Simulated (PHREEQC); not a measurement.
A solution holds 1.2 mol KCl, 0.07 mol NaHCO3 and 0.00013 mol H4SiO4 per kg of water, at 25 °C. Closed to the air; pH follows from the charge balance.

The numbers come from PHREEQC with the Pitzer model, pitzer.dat.

Precipitation was switched off in this run.

Task: Predict the pH, osmotic coefficient, activity of water.

Result: pH 7.83; osmotic coefficient 0.903; activity of water 0.960.

Task: In which forms is C present?

Result: HCO3- 97 %, CO2 1.7 %, CO3-2 1.7 % of the C.

In brines, pH and single-ion activities rest on the MacInnes convention.
